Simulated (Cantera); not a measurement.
Charge: 1 mol Fe2O3, 0.17 mol HCl, 6.1 mol H2, equilibrated at 1675 K and 6.20 bar.

Equilibrium computed with Cantera from the NASA thermochemical tables; the gas is ideal and each condensed phase is pure. Candidate condensed phases: Fe, FeCl2, FeCl3, FeO, Fe(OH)2, Fe(OH)3, Fe2O3, Fe3O4, H2O; 22 gas species. Mutual solubility and eutectic melting of coexisting phases are not modelled. The tables' stoichiometric FeO is somewhat more stable than real wüstite, so its field is too wide. FeO: taken at fixed stoichiometry. Equilibrium is a limit: real reactors are often held back by kinetics, nucleation or transport.

Base state: H2 0.661, H2O 0.312, HCl 0.0252, FeCl2 0.000949, H 3.79e-5, Fe(OH)2 2.11e-5 (mole fractions); condensed: Fe(δ) + FeO(l).

**Question.** What changes in the equilibrium state with this change: Fe2O3 replaced by Si?

**Answer.** 
| species | before | after |
|---|---|---|
| H2 | 0.661 | 0.975 |
| HCl | 0.0252 | 0.0225 |
| SiCl2 | 0 | 0.00188 |
| H2O | 0.312 | 0 |
| FeCl2 | 0.000949 | 0 |
| SiH2Cl2 | 0 | 0.000110 |
| SiCl3 | 0 | 9.73e-5 |
| SiHCl3 | 0 | 8.18e-5 |
| Fe(δ), mol | 0.953 | 0 |
| FeO(l), mol | 1.04 | 0 |
| Si(s), mol | 0 | 0.986 |
The tables' values for SiCl3 are old estimates; treat these amounts as uncertain. Gases not in the tables: Si2H6 and higher silanes. Further candidate phases: Si.
